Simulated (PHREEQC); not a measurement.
Solution (20 °C): 1.3 mol/kgw MgCl2 and 0.86 mol/kgw FeCl2. It is in equilibrium with CO2 at log p = -3.4 (atm). Otherwise closed; pH follows from the charge balance.

Computed with PHREEQC (Pitzer model, pitzer.dat).

No solid was allowed to form.

Question: Estimate the pH, density, activity of water.

Answer: pH 4.86; density 1.173 g/cm³; activity of water 0.835.

Question: In which forms is C present?

Answer: CO2 80 %, HCO3- 20 % of the C.

In brines, pH and single-ion activities rest on the MacInnes convention.
